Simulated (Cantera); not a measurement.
Feed: 1 mol (CH3)2SiCl2, 0.012 mol C2H2, 27 mol H2, 0.53 mol C3H8, equilibrated at 2075 K and 3800 Pa.

Cantera equilibrium calculation (NASA polynomials, part measured and part estimated; ideal gas, pure solids and liquids). Candidate condensed phases: C, C6H6, C7H8, C8H18, Si, SiC; 109 gas species. The feed counts by its element totals alone. The tables' values for SiCl are old estimates; treat these amounts as uncertain. Gases not in the tables: Si2H6 and higher silanes. The numbers say what is thermodynamically allowed, not how fast it happens.

Base state: H2 0.926, HCl 0.0581, H 0.0131, C2H2 (acetylene) 0.00115, Cl 0.000609, SiCl2 0.000575, Si 0.000192, SiCl 4.74e-5 (mole fractions); condensed: C(graphite) + SiC(s).

Q: What changes in the equilibrium state with this change: (CH3)2SiCl2 replaced by SiCl4?

A: 
| species | before | after |
|---|---|---|
| H2 | 0.926 | 0.861 |
| HCl | 0.0581 | 0.121 |
| H | 0.0131 | 0.0127 |
| SiCl2 | 0.000575 | 0.00267 |
| SiCl3 | 1.21e-6 | 1.21e-5 |
| Cl | 0.000609 | 0.00131 |
| SiCl | 4.74e-5 | 0.000102 |
| CH4 | 1.14e-5 | 9.88e-6 |
| SiH2 | 1.06e-5 | 9.88e-6 |
| C(graphite), mol | 2.56 | 0.641 |
| SiC(s), mol | 0.971 | 0.905 |
The tables' values for SiCl, SiCl3 are old estimates; treat these amounts as uncertain.
